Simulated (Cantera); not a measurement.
**Counterflow diffusion flame**

A counterflow diffusion flame at 1.01 bar, nozzles 20 mm apart: fuel side 100 % H2 at 525 K, oxidiser side 27.0 % O2, 73.0 % N2 at 473 K, fuel mass flux 0.27 times the oxidiser's; mixture-averaged transport, no radiation.

Cantera simulation using the H2/O2 subset of GRI-Mech 3.0, which has no nitrogen chemistry; the numbers are that mechanism's predictions, not measurements. The maximum strain rate includes the flame's own expansion and is several times the mean.

```
oxidiser flux (kg/m²/s)  max strain (1/s)  mean strain (1/s)  T max (K)  peak x OH  peak x H  peak x H2O  peak x HO2
-----------------------  ----------------  -----------------  ---------  ---------  --------  ----------  ----------
0.61                                  896                217       2694     0.0329    0.0242       0.321     5.28e-5
0.85                                 1220                302       2660     0.0329    0.0258       0.318     6.70e-5
1.2                                  1710                426       2619     0.0329    0.0280       0.316     8.35e-5
1.7                                  2410                604       2564     0.0328    0.0306       0.313    0.000101
2.3                                  3220                817       2511     0.0327    0.0333       0.310    0.000119
3.3                                  4570               1170       2441     0.0323    0.0372       0.306    0.000143
4.6                                  6350               1630       2371     0.0315    0.0412       0.303    0.000166
6.4                                  8810               2270       2296     0.0305    0.0454       0.299    0.000191
9                                   12300               3200       2215     0.0291    0.0496       0.296    0.000217
13                                  17700               4620       2134     0.0277    0.0546       0.292    0.000247
```
x: mole fraction; the columns are a selection and need not sum to one.
